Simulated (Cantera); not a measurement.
Feed: 1 mol SiH2Cl2, 0.25 mol HCl, 160 mol H2, held at 6100 Pa.

These are equilibrium values from Cantera (NASA tables, ideal gas, pure condensed phases), not measurements of a reactor. Candidate condensed phases: Si; 19 gas species. Equilibrium is a limit: real reactors are often held back by kinetics, nucleation or transport.

Problem. What share of the Si ends up in condensed phases as a function of T (K), at 923, 973, 1023, 1073, 1123, 1173, 1223, 1273, 1323, 1373, 1423, 1473?

Solution. 
```
T (K)  Si condensed (%)     as
-----  ----------------  -----
923                54.3  Si(s)
973                63.3  Si(s)
1023               73.3  Si(s)
1073               82.1  Si(s)
1123               88.0  Si(s)
1173               90.8  Si(s)
1223               91.9  Si(s)
1273               92.1  Si(s)
1323               92.1  Si(s)
1373               91.9  Si(s)
1423               91.6  Si(s)
1473               91.4  Si(s)
```
